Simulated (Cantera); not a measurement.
Input (Python, Cantera) and output of one run.

```python
import numpy as np
import cantera as ct

gas_names = """
    CL CL2 H HCL H2 Si SiCL SiCL2 SiCL3 SiCL4 SiH SiHCL3 SiH2 SiH2CL2 SiH3 SiH3CL SiH4 Si2 Si3
""".split()
cond_names = """
    Si(cr) Si(L)
""".split()


# ... load() reads the species with a 1 bar reference pressure and builds the phases ...
atoms = {
    'SiH2Cl2': {'Si': 1, 'H': 2, 'CL': 2},
    'HCl': {'H': 1, 'CL': 1},
    'H2': {'H': 2},
}
top_T = {}  # K; cautious upper limits of use, not melting points


# ... equilibrate(T, P, feed) seeds the gas with the atoms and calls Mixture.equilibrate('TP', solver="vcs", rtol=1e-11, max_steps=5000) ...
results = []
feed = {'SiH2Cl2': 1, 'HCl': 0.035, 'H2': 2.4}  # mol
P = 1333.22  # Pa
for T in [1775, 1825, 1875, 1925, 1975, 2025, 2075, 2125, 2175, 2225, 2275, 2325]:
    mix = equilibrate(T, P, feed)
    results.append((T, P, feed, dict(zip(mix.species_names, mix.species_moles))))
    x = sorted(zip(gas.X, gas.species_names), reverse=True)
    print(f"T = {T:g} K  P = {P:g} Pa  gas = {mix.phase_moles(0):.4g} mol")
    print("   x: " + "  ".join(f"{s} {v:.3e}" for v, s in x if v > 1e-05))
    print("   condensed (mol): " + ("  ".join(f"{mix.phase(i).name} {mix.phase_moles(i):.4g}"
          for i in range(1, mix.n_phases) if mix.phase_moles(i) > 1e-12) or "none"))
```

It prints:

```
T = 1775 K  P = 1333.22 Pa  gas = 4.438 mol
   x: H2 6.828e-01  HCL 1.725e-01  SiCL2 1.396e-01  H 2.071e-03  SiCL3 1.899e-03  CL 4.021e-04  SiCL 3.993e-04  Si 1.646e-04  SiCL4 4.372e-05  SiHCL3 4.080e-05  SiH 1.928e-05  SiH2 1.709e-05
   condensed (mol): Si(L) 0.3688
T = 1825 K  P = 1333.22 Pa  gas = 4.443 mol
   x: H2 6.792e-01  HCL 1.768e-01  SiCL2 1.376e-01  H 3.143e-03  SiCL3 1.544e-03  SiCL 6.321e-04  CL 6.242e-04  Si 3.411e-04  SiH 3.449e-05  SiHCL3 2.731e-05  SiCL4 2.668e-05  SiH2 2.418e-05
   condensed (mol): Si(L) 0.3771
T = 1875 K  P = 1333.22 Pa  gas = 4.45 mol
   x: H2 6.752e-01  HCL 1.808e-01  SiCL2 1.353e-01  H 4.665e-03  SiCL3 1.266e-03  SiCL 9.749e-04  CL 9.460e-04  Si 6.794e-04  SiH 5.975e-05  SiH2 3.355e-05  SiHCL3 1.864e-05  SiCL4 1.667e-05
   condensed (mol): Si(L) 0.3842
T = 1925 K  P = 1333.22 Pa  gas = 4.46 mol
   x: H2 6.705e-01  HCL 1.844e-01  SiCL2 1.329e-01  H 6.780e-03  SiCL 1.468e-03  CL 1.402e-03  Si 1.305e-03  SiCL3 1.045e-03  SiH 1.005e-04  SiH2 4.569e-05  SiHCL3 1.293e-05  Si2 1.121e-05  SiCL4 1.064e-05
   condensed (mol): Si(L) 0.3893
T = 1975 K  P = 1333.22 Pa  gas = 4.475 mol
   x: H2 6.650e-01  HCL 1.874e-01  SiCL2 1.302e-01  H 9.663e-03  Si 2.425e-03  SiCL 2.160e-03  CL 2.035e-03  SiCL3 8.681e-04  SiH 1.643e-04  SiH2 6.113e-05  Si2 2.364e-05
   condensed (mol): Si(L) 0.3914
T = 2025 K  P = 1333.22 Pa  gas = 4.498 mol
   x: H2 6.580e-01  HCL 1.897e-01  SiCL2 1.273e-01  H 1.352e-02  Si 4.367e-03  SiCL 3.112e-03  CL 2.895e-03  SiCL3 7.239e-04  SiH 2.618e-04  SiH2 8.040e-05  Si2 4.804e-05  Si3 1.017e-05
   condensed (mol): Si(L) 0.3886
T = 2075 K  P = 1333.22 Pa  gas = 4.531 mol
   x: H2 6.491e-01  HCL 1.912e-01  SiCL2 1.238e-01  H 1.859e-02  Si 7.642e-03  SiCL 4.393e-03  CL 4.040e-03  SiCL3 6.047e-04  SiH 4.070e-04  SiH2 1.039e-04  Si2 9.424e-05  Si3 1.949e-05
   condensed (mol): Si(L) 0.3781
T = 2125 K  P = 1333.22 Pa  gas = 4.58 mol
   x: H2 6.375e-01  HCL 1.915e-01  SiCL2 1.199e-01  H 2.511e-02  Si 1.302e-02  SiCL 6.078e-03  CL 5.534e-03  SiH 6.178e-04  SiCL3 5.046e-04  Si2 1.790e-04  SiH2 1.321e-04  Si3 3.616e-05
   condensed (mol): Si(L) 0.3557
T = 2175 K  P = 1333.22 Pa  gas = 4.653 mol
   x: H2 6.221e-01  HCL 1.902e-01  SiCL2 1.151e-01  H 3.335e-02  Si 2.164e-02  SiCL 8.245e-03  CL 7.440e-03  SiH 9.162e-04  SiCL3 4.189e-04  Si2 3.298e-04  SiH2 1.648e-04  Si3 6.513e-05
   condensed (mol): Si(L) 0.3145
T = 2225 K  P = 1333.22 Pa  gas = 4.761 mol
   x: H2 6.017e-01  HCL 1.869e-01  SiCL2 1.093e-01  H 4.351e-02  Si 3.515e-02  SiCL 1.096e-02  CL 9.811e-03  SiH 1.328e-03  Si2 5.907e-04  SiCL3 3.443e-04  SiH2 2.014e-04  Si3 1.141e-04
   condensed (mol): Si(L) 0.2438
T = 2275 K  P = 1333.22 Pa  gas = 4.923 mol
   x: H2 5.746e-01  HCL 1.810e-01  SiCL2 1.023e-01  Si 5.586e-02  H 5.573e-02  SiCL 1.425e-02  CL 1.267e-02  SiH 1.879e-03  Si2 1.031e-03  SiCL3 2.782e-04  SiH2 2.406e-04  Si3 1.949e-04
   condensed (mol): Si(L) 0.1264
T = 2325 K  P = 1333.22 Pa  gas = 5.122 mol
   x: H2 5.414e-01  HCL 1.786e-01  SiCL2 9.212e-02  Si 7.943e-02  H 7.010e-02  SiCL 1.716e-02  CL 1.661e-02  SiH 2.372e-03  Si2 1.462e-03  SiH2 2.563e-04  Si3 2.472e-04  SiCL3 2.234e-04
   condensed (mol): none
```

Equilibrium computed with Cantera from the NASA thermochemical tables; the gas is ideal and each condensed phase is pure. The tables' values for SiCl, SiCl3 are old estimates; treat these amounts as uncertain. Gases not in the tables: Si2H6 and higher silanes.
